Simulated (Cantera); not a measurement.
A closed system holds: 1 mol MgSO4, 0.054 mol H2, 1.3 mol CO2, equilibrated at 10.0 mbar.

These are equilibrium values from Cantera (NASA tables, ideal gas, pure condensed phases), not measurements of a reactor. Candidate condensed phases: C, C6H6, C7H8, C8H18, H2O, H2SO4, Mg, MgCO3, MgO, Mg(OH)2, MgS, MgSO4, S; 130 gas species. Mutual solubility and eutectic melting of coexisting phases are not modelled. Gases not in the tables: S3 to S7. Kinetics and transport are ignored.

### Question
Which condensed phases are stable at each of these points (T (°C)): 350, 450, 550, 650, 750, 850, 950, 1050, 1150, 1250, 1350, 1450, 1550, 1650?

### Answer
```json
[
 {"T (°C)": "350", "condensed phases": "MgO(s) + MgSO4(s)", "Mg condensed (%)": "100.0"},
 {"T (°C)": "450", "condensed phases": "MgO(s) + MgSO4(s)", "Mg condensed (%)": "100.0"},
 {"T (°C)": "550", "condensed phases": "MgO(s) + MgSO4(s)", "Mg condensed (%)": "100.0"},
 {"T (°C)": "650", "condensed phases": "MgO(s) + MgSO4(s)", "Mg condensed (%)": "100.0"},
 {"T (°C)": "750", "condensed phases": "MgO(s) + MgSO4(s)", "Mg condensed (%)": "100.0"},
 {"T (°C)": "850", "condensed phases": "MgO(s)", "Mg condensed (%)": "100.0"},
 {"T (°C)": "950", "condensed phases": "MgO(s)", "Mg condensed (%)": "100.0"},
 {"T (°C)": "1050", "condensed phases": "MgO(s)", "Mg condensed (%)": "100.0"},
 {"T (°C)": "1150", "condensed phases": "MgO(s)", "Mg condensed (%)": "100.0"},
 {"T (°C)": "1250", "condensed phases": "MgO(s)", "Mg condensed (%)": "100.0"},
 {"T (°C)": "1350", "condensed phases": "MgO(s)", "Mg condensed (%)": "100.0"},
 {"T (°C)": "1450", "condensed phases": "MgO(s)", "Mg condensed (%)": "100.0"},
 {"T (°C)": "1550", "condensed phases": "MgO(s)", "Mg condensed (%)": "100.0"},
 {"T (°C)": "1650", "condensed phases": "MgO(s)", "Mg condensed (%)": "100.0"}
]
```

From 350 °C to 750 °C the condensed part is MgO(s) + MgSO4(s). From 850 °C to 1650 °C the condensed part is MgO(s).
